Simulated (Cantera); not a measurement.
A closed system holds: 1 mol Si, 1.1 mol Cl2, 8.1 mol H2, at 75.0 Torr.

Method: chemical equilibrium by Gibbs-energy minimisation in Cantera with the NASA 1993 tables (ideal gas, pure condensed phases). Candidate condensed phases: Si; 19 gas species. The tables' values for SiCl3 are old estimates; treat these amounts as uncertain. Rates play no part.

Q: At 902 °C, list the 4 most abundant gas species with their mole fractions, and the condensed phases.

A: H2 0.889, HCl 0.0537, SiCl4 0.0321, SiHCl3 0.0125. Condensed: Si(s).
